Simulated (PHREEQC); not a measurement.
Solution (25 °C): 180 mmol/kgw HF, 0.78 mmol/kgw (NH4)2SiF6, 130 mmol/kgw H3BO3 and 99 mmol/kgw H2SO4. Closed to the air; pH follows from the charge balance.

Equilibrium calculation in PHREEQC: ion-association model, wateq4f.dat.

Each row changes one thing in this solution. Precipitation was switched off in this run.

```tsv
case	pH	ionic strength (mol/kgw)	HF (mol/kgw)	SiF6-2 (mol/kgw)	H2F2 (mol/kgw)	F- (mol/kgw)	SI of Chalcedony (SiO2)
as made	0.89	0.177	0.00552	0.000392	8.26e-5	4.18e-5	+0.16
diluted 5-fold with water	1.52	0.0431	0.00402	8.97e-5	4.25e-5	0.000108	-0.62
H3BO3 left out	1.01	0.141	0.111	0.000780	0.0333	0.00107	-7.55
0.0021 mol/kgw H3PO4 added	0.89	0.178	0.00552	0.000392	8.27e-5	4.18e-5	+0.16
(NH4)2SiF6 replaced by Na2SiF6 at the same molality	0.89	0.177	0.00552	0.000392	8.26e-5	4.18e-5	+0.16
H2SO4 left out	1.41	0.0472	0.00441	0.000471	5.13e-5	9.44e-5	+0.05
temperature from 25 to 35 °C	0.90	0.172	0.00677	0.000255	8.60e-5	4.35e-5	+0.18
```

Some of these states are supersaturated (in Quartz (slow to form), Chalcedony (slow to form), for instance). H3PO4, which wateq4f.dat lacks, is added to it with the constant of phreeqc.dat. SiF6-2 is the database's only silicon fluoride. Real BF4- forms and hydrolyses slowly; the run takes it at equilibrium.
